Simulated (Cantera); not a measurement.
An adiabatic, constant-volume homogeneous reactor starts with CH3OH : O2 : N2 = 1 : 1.55 : 5.81 (molar parts), at 1348 K and 195 Torr. Integrator tolerance rtol = 1e-08.

Cantera simulation using GRI-Mech 3.0 (53 species, 325 reactions); the numbers are that mechanism's predictions, not measurements. GRI-Mech 3.0 was tuned for natural gas; its chemistry of methanol as a main component is partial and can be far from experiment.

Problem. What does this change do: CH3OH 1 to 0.56 parts?

Solution. 
```json
[
 {"quantity": "time of steepest temperature rise", "before": "3.84 ms", "after": "4.50 ms"},
 {"quantity": "temperature at 0.200 s", "before": "2718 K", "after": "2514 K"},
 {"quantity": "equilibrium temperature", "before": "2718 K", "after": "2514 K"},
 {"quantity": "x(CH3OH) at 0.200 s", "before": "<1e-12 (gas-phase equilibrium <1e-12)", "after": "<1e-12 (gas-phase equilibrium <1e-12)"},
 {"quantity": "x(O2) at 0.200 s", "before": "0.0277 (gas-phase equilibrium 0.0277)", "after": "0.0795 (gas-phase equilibrium 0.0795)"},
 {"quantity": "x(C2H) at 0.200 s", "before": "<1e-12 (gas-phase equilibrium <1e-12)", "after": "<1e-12 (gas-phase equilibrium <1e-12)"},
 {"quantity": "x(O) at 0.200 s", "before": "0.00851 (gas-phase equilibrium 0.00851)", "after": "0.00616 (gas-phase equilibrium 0.00616)"},
 {"quantity": "x(CH2CO) at 0.200 s", "before": "<1e-12 (gas-phase equilibrium <1e-12)", "after": "<1e-12 (gas-phase equilibrium <1e-12)"}
]
```

Problem. What does this change do: pressure from 195 Torr to 2480 Torr?

Solution. 
| quantity | before | after |
|---|---|---|
| time of steepest temperature rise | 3.84 ms | 0.388 ms |
| temperature at 0.200 s | 2718 K | 2928 K |
| equilibrium temperature | 2718 K | 2928 K |
| x(CH3OH) at 0.200 s | <1e-12 (gas-phase equilibrium <1e-12) | <1e-12 (gas-phase equilibrium <1e-12) |
| x(O2) at 0.200 s | 0.0277 (gas-phase equilibrium 0.0277) | 0.0216 (gas-phase equilibrium 0.0216) |
| x(C2H) at 0.200 s | <1e-12 (gas-phase equilibrium <1e-12) | <1e-12 (gas-phase equilibrium <1e-12) |
| x(O) at 0.200 s | 0.00851 (gas-phase equilibrium 0.00851) | 0.00462 (gas-phase equilibrium 0.00462) |
| x(CH2CO) at 0.200 s | <1e-12 (gas-phase equilibrium <1e-12) | <1e-12 (gas-phase equilibrium <1e-12) |
